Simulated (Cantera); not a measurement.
Equilibrium for silicates and aluminates: SiO2 + MgO + O2

A closed system holds: 1 mol SiO2, a varied amount of MgO, 8 mol O2, at 527 °C and 5.50 bar.

Equilibrium computed with Cantera from the NASA thermochemical tables; the gas is ideal and each condensed phase is pure. Candidate condensed phases: Mg, MgO, MgSiO3, Mg2SiO4, Si, SiO2; 11 gas species. Condensed phases not in the tables: alloys, solid solutions and most ternary compounds. Kinetics and transport are ignored.

```csv
n(MgO) (mol),log p O2,n MgSiO3(s),n SiO2(α-quartz),n Mg2SiO4(s),n MgO(s)
0.13,0.74,0.130,0.870,0,0
0.61,0.74,0.610,0.390,0,0
1.1,0.74,0.900,0,0.100,0
1.6,0.74,0.400,0,0.600,0
2,0.74,0,0,1.00,0
2.5,0.74,0,0,1.00,0.500
3,0.74,0,0,1.00,1.00
3.5,0.74,0,0,1.00,1.50
3.9,0.74,0,0,1.00,1.90
```
log p: log10 of the partial pressure in bar; n: condensed amount in mol.

From 0.13 mol MgO to 0.61 mol MgO the condensed part is MgSiO3(s) + SiO2(α-quartz). From 1.1 mol MgO to 1.6 mol MgO the condensed part is MgSiO3(s) + Mg2SiO4(s). At 2 mol MgO the condensed part is Mg2SiO4(s). From 2.5 mol MgO to 3.9 mol MgO the condensed part is MgO(s) + Mg2SiO4(s).
